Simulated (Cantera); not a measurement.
Charge: 1 mol SF6, 0.084 mol H2O, 1 mol N2, equilibrated at 2.33 Torr.

These are equilibrium values from Cantera (NASA tables, ideal gas, pure condensed phases), not measurements of a reactor. Candidate condensed phases: H2O, H2SO4, S; 62 gas species. The tables' values for S2F2 (SSF2) are old estimates; treat these amounts as uncertain. Rates play no part. All values below are at 2275 K.

Base state: F 0.744, N2 0.131, S 0.0466, S2 0.0280, HF 0.0220, SF 0.0149, SO 0.00972, SF2 0.00320 (mole fractions); condensed: gas only.

Task: What changes in the equilibrium state with this change: H2O from 0.084 to 0.59 mol?

Result: 
```tsv
species	before	after
F	0.744	0.606
HF	0.0220	0.151
N2	0.131	0.128
SO	0.00972	0.0427
SO2	0.000571	0.0159
S2	0.0280	0.0135
SF	0.0149	0.00843
S	0.0466	0.0324
O2	1.96e-6	7.86e-5
O	0.000108	0.000683
NO	1.86e-5	0.000116
S2F2 (SSF2)	3.27e-5	1.05e-5
```
The tables' values for SOF2, S2F2 (SSF2) are old estimates; treat these amounts as uncertain.
